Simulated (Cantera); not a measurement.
A closed system holds: 1 mol HgO, 1.3 mol O2, a varied amount of N2, held at 623 K and 1 atm.

Method: chemical equilibrium by Gibbs-energy minimisation in Cantera with the NASA 1993 tables (ideal gas, pure condensed phases). Candidate condensed phases: Hg, HgO; 10 gas species. Rates play no part.

**Question.** At 7.6 mol N2, list the 3 most abundant gas species with their mole fractions, and the condensed phases.

**Answer.** N2 0.826, O2 0.152, Hg 0.0216. Condensed: HgO(s).
